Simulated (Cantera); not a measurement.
A closed system holds: 1 mol Si3N4, 24 mol Cl2, equilibrated at 1202 °C.

Cantera equilibrium calculation (NASA polynomials, part measured and part estimated; ideal gas, pure solids and liquids). Candidate condensed phases: Si, Si3N4; 13 gas species. The tables' values for SiCl3 are old estimates; treat these amounts as uncertain. Kinetics and transport are ignored.

x: gas mole fraction; nothing condenses.

```json
[
 {"P (Pa)": "1", "x Cl": "0.876", "x Cl2": "0.00317", "x SiCl4": "0.0619", "x N2": "0.0483", "x SiCl3": "0.00744", "x SiCl2": "0.00304"},
 {"P (Pa)": "3.60", "x Cl": "0.866", "x Cl2": "0.0111", "x SiCl4": "0.0711", "x N2": "0.0492", "x SiCl3": "0.00240", "x SiCl2": "0.000276"},
 {"P (Pa)": "13", "x Cl": "0.836", "x Cl2": "0.0375", "x SiCl4": "0.0751", "x N2": "0.0506", "x SiCl3": "0.000727", "x SiCl2": "2.40e-5"},
 {"P (Pa)": "46", "x Cl": "[?]", "x Cl2": "[?]", "x SiCl4": "0.0808", "x N2": "0.0541", "x SiCl3": "0.000245", "x SiCl2": "[?]"},
 {"P (Pa)": "170", "x Cl": "0.597", "x Cl2": "0.250", "x SiCl4": "0.0914", "x N2": "0.0610", "x SiCl3": "9.47e-5", "x SiCl2": "3.34e-7"},
 {"P (Pa)": "600", "x Cl": "0.410", "x Cl2": "0.417", "x SiCl4": "0.104", "x N2": "0.0691", "x SiCl3": "4.43e-5", "x SiCl2": "6.44e-8"},
 {"P (Pa)": "2200", "x Cl": "0.249", "x Cl2": "0.561", "x SiCl4": "0.114", "x N2": "0.0761", "x SiCl3": "2.20e-5", "x SiCl2": "1.44e-8"},
 {"P (Pa)": "7700", "x Cl": "0.144", "x Cl2": "0.655", "x SiCl4": "0.121", "x N2": "0.0807", "x SiCl3": "1.15e-5", "x SiCl2": "3.74e-9"},
 {"P (Pa)": "28000", "x Cl": "[?]", "x Cl2": "0.713", "x SiCl4": "0.125", "x N2": "0.0835", "x SiCl3": "6.00e-6", "x SiCl2": "[?]"},
 {"P (Pa)": "100000", "x Cl": "0.0425", "x Cl2": "0.745", "x SiCl4": "0.128", "x N2": "0.0851", "x SiCl3": "3.16e-6", "x SiCl2": "2.67e-10"}
]
```

Task: Fill in the missing entries.

Result: 
- 28000, x Cl: 0.0785
- 28000, x SiCl2: 9.77e-10
- 46, x Cl: 0.756
- 46, x Cl2: 0.109
- 46, x SiCl2: 2.52e-6
